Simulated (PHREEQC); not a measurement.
Solution (25 °C): 0.0006 mol/kgw Na2HAsO4. Closed to the air; pH follows from the charge balance.

All values are PHREEQC results (ion-association model, wateq4f.dat), not measurements.

This is a speciation only: nothing precipitates in the calculation.

Q: Estimate the pH, ionic strength.

A: pH 8.89; ionic strength 0.00179 mol/kgw.

Q: In which forms is As present?

A: HAsO4-2 98 %, H2AsO4- 1.6 % of the As.

Complexes and solids missing from the database can't appear.
